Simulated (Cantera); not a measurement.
B + H2 (boron, boron nitride and boron oxide)

A closed system holds: 1 mol B, 6.9 mol H2, equilibrated at 1300 °C and 0.120 bar.

Equilibrium computed with Cantera from the NASA thermochemical tables; the gas is ideal and each condensed phase is pure. Candidate condensed phases: B; 7 gas species. The tables' values for BH2 are old estimates; treat these amounts as uncertain. Equilibrium is a limit: real reactors are often held back by kinetics, nucleation or transport.

| Item | Value |
|---|---|
| x(H2) | 1.000 |
| x(H) | 0.000118 |
| x(BH2) | 2.03e-5 |
| x(BH3) | 2.97e-6 |
| n(B(s)) | 1.000 mol |
| gas amount | 6.900 mol |
